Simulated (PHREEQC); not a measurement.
Silver or lead bath

Make-up at 25 °C: 0.0039 mol PbCl2, 0.0014 mol NaCl and 0.081 mol Cu(NO3)2 per kg of water. Closed to the air; pH follows from the charge balance.

All values are PHREEQC results (ion-association model, phreeqc.dat), not measurements.

This is a speciation only: nothing precipitates in the calculation.

Task: What pH does the model give?

Result: pH 4.27.

Task: In which forms is Cl present?

Result: Cl- 92 %, CuCl+ 6.0 %, PbCl+ 2.3 % of the Cl.

Complexes and solids missing from the database can't appear.
